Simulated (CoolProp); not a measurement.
Vapour-liquid equilibrium of C3F8 (R218) (1) + c-C4F8 (RC318) (2) at -5.05 °C; x and y are mole fractions of (1).

Values from CoolProp's multi-fluid Helmholtz-energy mixture model, Lemmon 2006 and Platzer 1990; pair parameters Bell 2016. This equation is an older, rougher fit; its heat capacities, sound speeds and derivatives of the liquid may be far off and weren't checked against measurements.

**Question.** Give the bubble pressure and the first vapour's composition at x = 0.2, 0.65, 0.95. Is there an azeotrope?

**Answer.** x = 0.2: 0.1260 MPa, y = 0.346; x = 0.65: 0.2384 MPa, y = 0.872; x = 0.95: 0.3346 MPa, y = 0.988. No azeotrope shows between x = 0.05 and 0.95.

The pair parameters rest on a limited set of measurements; away from them the model extrapolates.
